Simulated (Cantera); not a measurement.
Input: 1 mol Si3N4, 0.022 mol N2O, 52 mol N2, at 1 atm.

These are equilibrium values from Cantera (NASA tables, ideal gas, pure condensed phases), not measurements of a reactor. Candidate condensed phases: Si, SiO2, Si2N2O, Si3N4; 16 gas species. Mutual solubility and eutectic melting of coexisting phases are not modelled. The numbers say what is thermodynamically allowed, not how fast it happens.

Q: Which condensed phases are stable at each of these points (T (°C)): 1352, 1402, 1452, 1502, 1552, 1602, 1652, 1702, 1752, 1802?

A: 
```csv
T (°C),condensed phases,Si condensed (%)
1352,Si2N2O(s) + Si3N4(s),100.0
1402,Si2N2O(s) + Si3N4(s),100.0
1452,Si2N2O(s) + Si3N4(s),100.0
1502,Si2N2O(s) + Si3N4(s),99.9
1552,Si2N2O(s) + Si3N4(s),99.8
1602,Si2N2O(s) + Si3N4(s),99.5
1652,Si3N4(s),99.3
1702,Si3N4(s),99.2
1752,Si3N4(s),99.2
1802,Si3N4(s),99.1
```

From 1352 °C to 1602 °C the condensed part is Si2N2O(s) + Si3N4(s). From 1652 °C to 1802 °C the condensed part is Si3N4(s).
